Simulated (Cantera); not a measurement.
Mixture: 32.0 % H2, 13.3 % O2, 54.7 % N2, equivalence ratio 1.2, at 4.93 atm, adiabatic and at constant pressure. Ignition delay is the time to a rise of 400 K.

Detailed kinetics in Cantera: GRI-Mech 3.0 (53 species, 325 reactions). The hydrogen kinetics of GRI-Mech 3.0 are dated; newer H2 mechanisms differ, most at raised pressure.

Question: Predict: delay at 975 K; delay at 1075 K; delay at 1175 K; delay at 1275 K; delay at 1375 K; delay at 1475 K; apparent activation energy between 1275 and 1475 K.

Answer: 
- delay at 975 K: 20.4 ms
- delay at 1075 K: 1.19 ms
- delay at 1175 K: 25.2 µs
- delay at 1275 K: 8.40 µs
- delay at 1375 K: 4.80 µs
- delay at 1475 K: 3.25 µs
- apparent activation energy between 1275 and 1475 K: 74 kJ/mol
